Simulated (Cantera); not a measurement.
Feed: 1 mol MgO, 6.3 mol N₂, equilibrated at 0.320 bar.

Method: chemical equilibrium by Gibbs-energy minimisation in Cantera with the NASA 1993 tables (ideal gas, pure condensed phases). Candidate condensed phases: Mg, MgO; 13 gas species. The numbers say what is thermodynamically allowed, not how fast it happens. All values below are at 2623 K.

Base state: N₂ 0.977, Mg 0.0129, NO 0.00389, O₂ 0.00321, O 0.00259, MgO 0.000701 (mole fractions); condensed: MgO(s).

Question: What changes in the equilibrium state with this change: 0.52 mol O₂ added?

Answer: 
| species | before | after |
|---|---|---|
| N₂ | 0.977 | 0.905 |
| O₂ | 0.00321 | 0.0629 |
| NO | 0.00389 | 0.0166 |
| Mg | 0.0129 | 0.00291 |
| O | 0.00259 | 0.0114 |
| MgO | 0.000701 | 0.000701 |
| MgO(s), mol | 0.912 | 0.975 |
